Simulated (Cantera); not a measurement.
Feed: 1 mol AlN, 400 mol H₂, 2.4 mol N₂, 2.1 mol O₂, equilibrated at 1348.15 K and 0.170 bar.

Cantera equilibrium calculation (NASA polynomials, part measured and part estimated; ideal gas, pure solids and liquids). Candidate condensed phases: Al, AlN, Al₂O₃, H₂O; 35 gas species. Rates play no part.

Base state: H₂ 0.986, N₂ 0.00720, H₂O 0.00670 (mole fractions); condensed: Al₂O₃(s).

### Question
What changes in the equilibrium state with this change: temperature from 1348.15 K to 1825 K?

### Answer
```json
[
 {"species": "H₂", "before": "0.986", "after": "0.985"},
 {"species": "N₂", "before": "0.00720", "after": "0.00719"},
 {"species": "H₂O", "before": "0.00670", "after": "0.00670"},
 {"species": "H", "before": "5.58e-6", "after": "0.00106"},
 {"species": "Al₂O₃(s), mol", "before": "0.500", "after": "0.500"}
]
```
